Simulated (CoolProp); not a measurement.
Vapour-liquid equilibrium of carbon dioxide (1) + CH2F2 (R32) (2) at 942 kPa; x and y are mole fractions of (1).

Computed with CoolProp (multi-fluid Helmholtz-energy mixture model, Span 1996 and Tillner-Roth 1997; pair parameters Bell 2016).

```csv
x,"bubble temperature, mixture model (°C)","bubble temperature, Raoult's law (°C)","y, mixture model","y, Raoult's law"
0.05,0.2,-0.2,0.154,0.184
0.15,-7.8,-8.3,0.396,0.443
0.25,-14.6,-14.9,0.566,0.610
0.35,-20.2,-20.4,0.686,0.724
0.45,-24.9,-25.0,0.772,0.804
0.55,-28.9,-28.9,0.836,0.864
0.65,-32.4,-32.4,0.886,0.908
0.75,-35.4,-35.4,0.925,0.942
0.85,-38.1,-38.2,0.958,0.969
0.95,-40.6,-40.6,0.987,0.991
```

The largest gap from Raoult's law is +0.5 K in bubble temperature, at x = 0.15. No azeotrope shows between x = 0.05 and 0.95.

Pair parameters are fitted to limited data, so mixtures are less certain than the pure fluids.
